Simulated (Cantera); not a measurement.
Adiabatic ignition

An adiabatic, constant-pressure homogeneous reactor starts with 9.51 % CH4, 19.0 % O2, 71.5 % N2, at 1773 K and 37000 Pa.

Computed with Cantera and GRI-Mech 3.0 (53 species, 325 reactions).

```tsv
t (s)	T (K)	x CH4	x O2	x C2H4	x HCO	x H2	x HO2	x HCN
4.00e-6	1773	0.0950	0.190	1.28e-10	1.12e-11	2.67e-6	1.64e-6	<1e-12
1.23e-5	1773	0.0950	0.190	8.81e-9	1.58e-10	9.33e-6	4.87e-6	<1e-12
3.80e-5	1773	0.0949	0.190	4.25e-7	2.71e-9	3.41e-5	1.32e-5	<1e-12
0.000117	1772	0.0939	0.190	2.56e-5	1.04e-7	0.000215	3.14e-5	2.76e-12
0.000360	2560	<1e-12	0.0324	<1e-12	4.10e-8	0.0273	3.15e-6	2.02e-9
0.00111	2715	<1e-12	0.0282	<1e-12	3.32e-8	0.0249	4.50e-6	2.13e-10
0.00342	2748	<1e-12	0.0256	<1e-12	3.28e-8	0.0244	4.75e-6	6.49e-10
0.0105	2745	<1e-12	0.0244	<1e-12	3.27e-8	0.0246	4.56e-6	8.94e-10
0.0324	2745	<1e-12	0.0244	<1e-12	3.27e-8	0.0246	4.55e-6	9.04e-10
0.0999	2745	<1e-12	0.0244	<1e-12	3.27e-8	0.0246	4.55e-6	9.04e-10
0.308	2745	<1e-12	0.0244	<1e-12	3.27e-8	0.0246	4.55e-6	9.04e-10
0.948	2745	<1e-12	0.0244	<1e-12	3.27e-8	0.0246	4.55e-6	9.04e-10
2.92	2745	<1e-12	0.0244	<1e-12	3.27e-8	0.0246	4.55e-6	9.04e-10
9.00	2745	<1e-12	0.0244	<1e-12	3.27e-8	0.0246	4.55e-6	9.04e-10
```
x: mole fraction; the columns are a selection and need not sum to one.

The time of steepest temperature rise is 0.332 ms and the temperature at 9.00 s is 2745 K. The equilibrium temperature is 2745 K, the x(CH4) at 9.00 s is <1e-12 (gas-phase equilibrium <1e-12) and the x(O2) at 9.00 s comes out as 0.0244 (gas-phase equilibrium 0.0244). The x(C2H4) at 9.00 s is <1e-12 (gas-phase equilibrium <1e-12).
